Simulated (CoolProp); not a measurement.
Properties of chlorine along the isobar 200 bar.

The numbers come from the reference Helmholtz-energy equation of state, Thol 2021 in CoolProp.

```tsv
T (K)	phase	Z	expansivity (1/kK)
374.2	liquid	0.3729	2.643
379	liquid	0.3730	2.723
383.8	liquid	0.3732	2.809
388.5	liquid	0.3737	2.898
393.3	liquid	0.3744	…
398.1	liquid	…	3.098
402.8	liquid	0.3765	…
407.6	liquid	0.3779	3.323
412.4	liquid	…	3.447
417.2	supercritical	…	3.581
421.9	supercritical	…	3.720
426.7	supercritical	0.3866	…
431.5	supercritical	0.3896	4.037
436.2	supercritical	…	4.209
```

**Question.** What belongs in the gaps?

**Answer.** 
- 393.3, expansivity (1/kK): 2.995
- 398.1, Z: 0.3753
- 402.8, expansivity (1/kK): 3.206
- 412.4, Z: 0.3796
- 417.2, Z: 0.3816
- 421.9, Z: 0.3839
- 426.7, expansivity (1/kK): 3.873
- 436.2, Z: 0.3930
